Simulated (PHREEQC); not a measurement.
Synthetic water in mg/L, 25 °C, pH 6.62, pe 11.2: Na 1.58; K 0.188; Ca 3.75; Mg 1.45; Cl 2.51; S(6) as SO4 4.68; Alkalinity as HCO3 13.5; O(0) (dissolved oxygen) 0.00823; N(5) as NO3 0.00719; Pb 0.0176; B 0.0371; Li 0.00299.

Valence states are taken as typed.

The numbers come from PHREEQC with the ion-association model, phreeqc.dat.

Each row changes one thing in this solution. No solid was allowed to form.

```
case                                             HCO3- (mol/kgw)  CO2 (mol/kgw)  CaSO4 (mol/kgw)  MgSO4 (mol/kgw)  CaHCO3+ (mol/kgw)  MgHCO3+ (mol/kgw)  SI of Cerussite (PbCO3)  SI of Pb(OH)2 (Pb(OH)2)
-----------------------------------------------  ---------------  -------------  ---------------  ---------------  -----------------  -----------------  -----------------------  -----------------------
as made                                                 0.000221       0.000116          6.30e-7          5.29e-7            2.34e-7            1.37e-7                    -1.65                    -2.31
N(5) from 0.00719 to 0.0216 mg/L                        0.000221       0.000116          6.30e-7          5.29e-7            2.34e-7            1.37e-7                    -1.65                    -2.31
pH from 6.62 to 6.92 at the same alkalinity             0.000221        5.80e-5          6.30e-7          5.29e-7            2.34e-7            1.37e-7                    -1.49                    -1.85
all concentrations times 3 at the same typed pH         0.000660       0.000340          4.62e-6          3.89e-6            1.92e-6            1.12e-6                    -0.98                    -2.11
pH from 6.62 to 7.12 at the same alkalinity             0.000220        3.66e-5          6.30e-7          5.29e-7            2.34e-7            1.37e-7               (withheld)               (withheld)
```

Q: What belongs in the gaps?

A: 
- pH from 6.62 to 7.12 at the same alkalinity, SI of Cerussite (PbCO3): -1.41
- pH from 6.62 to 7.12 at the same alkalinity, SI of Pb(OH)2 (Pb(OH)2): -1.57
